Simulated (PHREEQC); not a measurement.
0.03 g of hydrous ferric oxide (600 m²/g; 0.2 weak and 0.005 strong sites per Fe, Dzombak-Morel constants, diffuse double layer) in 1 kg of water with 0.001 mol/kgw of an inert sodium salt and 0.13 mmol/kgw NaH2PO4 and 0.002 mmol/kgw Na2SeO4, at 25 °C; the pH is set by adding NaOH or the inert anion's acid. Oxygen is held at 0.21 atm. No CO2 enters from the air. Precipitation was switched off in this run.

Equilibrium calculation in PHREEQC: ion-association model, wateq4f.dat.

```json
[
 {"pH": "4", "P sorbed (%)": "48.4", "Se sorbed (%)": "0.1", "surface charge σ (C/m²)": "0.005", "surface potential ψ (mV)": "51"},
 {"pH": "4.67", "P sorbed (%)": "45.5", "Se sorbed (%)": "0.0", "surface charge σ (C/m²)": "0.002", "surface potential ψ (mV)": "30"},
 {"pH": "5.33", "P sorbed (%)": "41.3", "Se sorbed (%)": "0.0", "surface charge σ (C/m²)": "0.001", "surface potential ψ (mV)": "9"},
 {"pH": "6", "P sorbed (%)": "(withheld)", "Se sorbed (%)": "0.0", "surface charge σ (C/m²)": "(withheld)", "surface potential ψ (mV)": "-12"},
 {"pH": "6.67", "P sorbed (%)": "31.1", "Se sorbed (%)": "0.0", "surface charge σ (C/m²)": "(withheld)", "surface potential ψ (mV)": "(withheld)"},
 {"pH": "7.33", "P sorbed (%)": "25.8", "Se sorbed (%)": "0.0", "surface charge σ (C/m²)": "(withheld)", "surface potential ψ (mV)": "-44"},
 {"pH": "8", "P sorbed (%)": "18.6", "Se sorbed (%)": "0.0", "surface charge σ (C/m²)": "-0.005", "surface potential ψ (mV)": "(withheld)"},
 {"pH": "8.67", "P sorbed (%)": "(withheld)", "Se sorbed (%)": "0.0", "surface charge σ (C/m²)": "-0.007", "surface potential ψ (mV)": "-64"},
 {"pH": "9.33", "P sorbed (%)": "2.9", "Se sorbed (%)": "0.0", "surface charge σ (C/m²)": "-0.010", "surface potential ψ (mV)": "-79"},
 {"pH": "10", "P sorbed (%)": "0.3", "Se sorbed (%)": "0.0", "surface charge σ (C/m²)": "-0.018", "surface potential ψ (mV)": "(withheld)"},
 {"pH": "10.67", "P sorbed (%)": "0.0", "Se sorbed (%)": "0.0", "surface charge σ (C/m²)": "-0.039", "surface potential ψ (mV)": "-140"},
 {"pH": "11.33", "P sorbed (%)": "0.0", "Se sorbed (%)": "0.0", "surface charge σ (C/m²)": "-0.089", "surface potential ψ (mV)": "-165"},
 {"pH": "12", "P sorbed (%)": "0.0", "Se sorbed (%)": "0.0", "surface charge σ (C/m²)": "-0.202", "surface potential ψ (mV)": "-176"}
]
```

Problem. What belongs in the gaps?

Solution. 
- 6, P sorbed (%): 36.3
- 6, surface charge σ (C/m²): -0.001
- 6.67, surface charge σ (C/m²): -0.002
- 6.67, surface potential ψ (mV): -30
- 7.33, surface charge σ (C/m²): -0.004
- 8, surface potential ψ (mV): -53
- 8.67, P sorbed (%): 9.6
- 10, surface potential ψ (mV): -108

H3PO4, which wateq4f.dat lacks, is added to it with the constant of phreeqc.dat.
